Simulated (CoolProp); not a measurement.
R410A at 298.15 K and 0.404 MPa is throttled through a valve to 0.0677 MPa with no heat exchange. Each further row changes one setting.

Values from CoolProp's reference Helmholtz-energy equation of state, Lemmon 2003. It is a pseudo-pure fit of the blend.

```json
[
 {"case": "as stated", "temperature change (K)": "___", "final density (kg/m³)": "2.05"},
 {"case": "outlet pressure 0.0203 MPa", "temperature change (K)": "___", "final density (kg/m³)": "0.613"},
 {"case": "outlet pressure 0.088 MPa", "temperature change (K)": "___", "final density (kg/m³)": "___"}
]
```

Problem. Fill in the missing entries.

Solution. 
- as stated, temperature change (K): -7.1
- outlet pressure 0.0203 MPa, temperature change (K): -8.1
- outlet pressure 0.088 MPa, temperature change (K): -6.6
- outlet pressure 0.088 MPa, final density (kg/m³): 2.67
